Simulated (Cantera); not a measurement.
Input: 1 mol TiC, 0.93 mol H₂, at 2575 °C and 48.0 Torr.

Method: chemical equilibrium by Gibbs-energy minimisation in Cantera with the NASA 1993 tables (ideal gas, pure condensed phases). Candidate condensed phases: C, C₆H₆, C₇H₈, C₈H₁₈, Ti, TiC; 77 gas species. TiC: taken at fixed stoichiometry. The numbers say what is thermodynamically allowed, not how fast it happens.

Base state: H₂ 0.679, H 0.315, Ti 0.00420, C₂H₂ (acetylene) 0.00191, C₂H 0.000121, C 4.63e-5, C₃ 1.70e-5 (mole fractions); condensed: TiC(s).

### Question
What changes in the equilibrium state with this change: TiC replaced by ZrN?

### Answer
```
species             before    after
----------------  --------  -------
H₂                   0.679    0.681
H                    0.315    0.315
N₂                       0  0.00298
Ti                 0.00420        0
C₂H₂ (acetylene)   0.00191        0
Zr                       0  0.00127
C₂H               0.000121        0
C                  4.63e-5        0
C₃                 1.70e-5        0
TiC(s), mol          0.995        0
Zr(l), mol               0  0.00520
ZrN(s), mol              0    0.993
```
Mutual solubility and eutectic melting of coexisting phases are not modelled. ZrN: taken at fixed stoichiometry. Condensed phases not in the tables: N, O or C dissolved in the metal. Further candidate phases: Zr, ZrN.
